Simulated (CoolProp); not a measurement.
Sulfur hexafluoride along the isobar 24 bar: density (kg/m³) from the reference equation and from simpler models built on Tc = 318.7 K, pc = 37.55 bar, ω = 0.210; each cubic takes its own stable root.

Values from CoolProp's reference Helmholtz-energy equation of state, Guder 2009.

```json
[
 {"T (K)": "229.5", "phase": "liquid", "reference": "1827"},
 {"T (K)": "256.4", "phase": "liquid", "reference": "1683"},
 {"T (K)": "283.2", "phase": "liquid", "reference": "1498"},
 {"T (K)": "310", "phase": "gas", "reference": "195.6"},
 {"T (K)": "336.9", "phase": "gas", "reference": "157.3"},
 {"T (K)": "363.7", "phase": "gas", "reference": "136.0"},
 {"T (K)": "390.6", "phase": "gas", "reference": "121.3"},
 {"T (K)": "417.4", "phase": "gas", "reference": "110.3"},
 {"T (K)": "444.3", "phase": "gas", "reference": "101.4"},
 {"T (K)": "471.1", "phase": "gas", "reference": "94.16"},
 {"T (K)": "497.9", "phase": "gas", "reference": "88.03"},
 {"T (K)": "524.8", "phase": "gas", "reference": "82.74"},
 {"T (K)": "551.6", "phase": "gas", "reference": "78.14"},
 {"T (K)": "578.5", "phase": "gas", "reference": "74.06"}
]
```

Task: How far does each simpler model (van der Waals, Soave-Redlich-Kwong, Peng-Robinson) lie from the reference over these 14 states: mean and median of the absolute difference, and the worst?

Result: 
- van der Waals: mean 9.5 %, median 2.3 %, worst -37.2 % at 283.2 K and 24 bar
- Soave-Redlich-Kwong: mean 1.7 %, median 0.5 %, worst -9.6 % at 283.2 K and 24 bar
- Peng-Robinson: mean 2.4 %, median 1.7 %, worst +8.5 % at 229.5 K and 24 bar
